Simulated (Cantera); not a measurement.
Cantera run, input and output.

```python
import numpy as np
import cantera as ct

gas = ct.Solution("gri30.yaml")


def delay(T, t_max=10):
    gas.TPX = T, 100000, {'CH4': 1, 'O2': 2, 'N2': 7.52}
    reactor = ct.IdealGasConstPressureReactor(gas, clone=False)
    net = ct.ReactorNet([reactor])
    net.rtol, net.atol = 1e-8, 1e-16
    while net.time < t_max:
        t_old, T_old = net.time, reactor.T
        net.step()
        if reactor.T > T + 400:  # ignition: a rise of 400 K
            return t_old + (T + 400 - T_old) / (reactor.T - T_old) * (net.time - t_old)
    return np.nan


taus = []
for T in [1073, 1173, 1273, 1373, 1473, 1573, 1673]:
    taus.append(delay(T))
    print(f"T0 = {T:6g} K   tau = {taus[-1]:.4e} s")
```

It prints:

```
T0 =   1073 K   tau = 3.2206e-01 s
T0 =   1173 K   tau = 6.8060e-02 s
T0 =   1273 K   tau = 1.6773e-02 s
T0 =   1373 K   tau = 4.7493e-03 s
T0 =   1473 K   tau = 1.5485e-03 s
T0 =   1573 K   tau = 5.8975e-04 s
T0 =   1673 K   tau = 2.6132e-04 s
```

Model: GRI-Mech 3.0 (53 species, 325 reactions), integrated in Cantera.
